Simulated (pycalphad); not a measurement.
Computed with pycalphad from the COST 507 light-alloy database (1999), at 1 atm. The database dates from 1999; later assessments differ in places, in temperatures and in the compounds included. Phase fractions are per mole of atoms.

Problem. Give the equilibrium state of Ti-0.8685Hf-1.898B (wt.%) at 1500 K.

Solution. bcc, fraction 0.844, with 0.95 Hf, 0.04 B wt.%; BM, fraction 0.156, with 0.12 Hf, 18.4 B wt.%.

Problem. Give the equilibrium state of Ti-0.8685Hf-1.898B (wt.%) at 1125 K.

Solution. 
```
T = 1125.00 K, P = 101325 Pa, N = 1 mol of atoms
G = -63541 J/mol, H = 11109 J/mol, S = 66.36 J/(mol K)  (SER reference)
chemical potentials (J/mol): Ti -53251, Hf -121220, B -180969
phase             fraction      x(Ti)      x(Hf)       x(B)
HCP_A3              0.8438     0.9959     0.0026     0.0015
BM                  0.1562     0.4998   0.000177     0.5000
```

Database names, with the compositions (at.%) that they take in these runs: BM: Ti 50 B 50. HCP_A3 is hcp.
